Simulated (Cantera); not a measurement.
Charge: 1 mol C2F6, 0.043 mol F2, equilibrated at 1.00 bar.

Method: chemical equilibrium by Gibbs-energy minimisation in Cantera with the NASA 1993 tables (ideal gas, pure condensed phases). Candidate condensed phases: C; 23 gas species. Ions and electrons are included (thermal ionisation). The feed counts by its element totals alone. Gases not in the tables: C2F6 and larger saturated fluorocarbons. Rates play no part.

Question: Which condensed phases are stable at each of these points (T (K)): 2500, 2750, 3000, 3250, 3500, 3750, 4000, 4250, 4500, 4750, 5000?

Answer: 
```tsv
T (K)	condensed phases	C condensed (%)
2500	C(graphite)	12.9
2750	gas only	0.0
3000	gas only	0.0
3250	gas only	0.0
3500	gas only	0.0
3750	gas only	0.0
4000	gas only	0.0
4250	gas only	0.0
4500	gas only	0.0
4750	gas only	0.0
5000	gas only	0.0
```

At 2500 K the condensed part is C(graphite). From 2750 K to 5000 K nothing is condensed.
